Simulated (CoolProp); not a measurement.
Vapour-liquid equilibrium of CH2F2 (R32) (1) + R143a (2) at 314 kPa; x and y are mole fractions of (1).

Model: multi-fluid Helmholtz-energy mixture model, Tillner-Roth 1997 and Lemmon and Jacobsen 2000; pair parameters Bell 2016, in CoolProp.

**Question.** Give the bubble temperature and the first vapour's composition at x = 0.15, 0.75, 0.95. Is there an azeotrope?

**Answer.** x = 0.15: 250.4 K, y = 0.215; x = 0.75: 246.2 K, y = 0.760; x = 0.95: 246.4 K, y = 0.944. y crosses x between x = 0.75 and 0.85: the model has an azeotrope there.

Pair parameters are fitted to limited data, so mixtures are less certain than the pure fluids.
